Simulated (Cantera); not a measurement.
Feed: 1 mol Si2Cl6, 0.033 mol Cl2, 120 mol H2, at 1330 Pa.

Equilibrium computed with Cantera from the NASA thermochemical tables; the gas is ideal and each condensed phase is pure. Candidate condensed phases: Si; 19 gas species. The feed counts by its element totals alone. Equilibrium is a limit: real reactors are often held back by kinetics, nucleation or transport.

Over these rows the condensed part is Si(s). Partial pressures as log10 of bar:

```tsv
T (K)	1000/T (1/K)	log p SiCl4	log p H2	log p HCl
1125	0.8889	-4.62	-1.89	-3.36
1225	0.8163	-5.39	-1.89	-3.29
1325	0.7547	-6.25	-1.89	-3.28
1425	0.7018	-7.03	-1.89	-3.28
1525	0.6557	?	-1.89	-3.29
1625	0.6154	-8.31	-1.89	-3.29
```

Question: Fit log p(SiCl4) = a + b·(1000/T) to the five rows, give the apparent enthalpy, and predict the row at 1525 K.

Answer: Means: 1000/T = 0.7554, log p = -6.320. Sxy = 0.600194, Sxx = 0.0440045, so b = 13.64 and a = -6.320 − (13.64)×0.7554 = -16.62.
Apparent enthalpy: −19.145 × (13.64) = -261 kJ/mol. With the condensed phases at unit activity, Si(s) + 4 HCl(g) = SiCl4(g) + 2 H2(g) links this pressure to the main gases: over the six rows their terms move log p by +0.28 in all, so the slope isn't that reaction's ΔH° alone. The five rows lie within 0.12 of the line; that is curvature, so one enthalpy describes this range poorly.
Prediction at 1525 K: -16.62 + (13.64)×0.6557 = -7.68. The computed value is -7.71, 0.03 from the line.
